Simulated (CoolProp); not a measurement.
A Linde-Hampson liquefier for normal hydrogen: isothermal reversible compression at 280 K from 1 atm to 10 MPa, throttling to 1 atm, return gas leaving the recuperator 5 K below the feed. Each further row changes one setting.

Model: reference Helmholtz-energy equation of state, Leachman 2009, in CoolProp.

```json
[
 {"case": "as stated", "compression work (kJ/kg of gas)": "5370"},
 {"case": "high pressure 20 MPa", "compression work (kJ/kg of gas)": "6250"},
 {"case": "warm-end temperature 310 K", "compression work (kJ/kg of gas)": "5940"},
 {"case": "warm-end gap 10 K", "compression work (kJ/kg of gas)": "5370"}
]
```
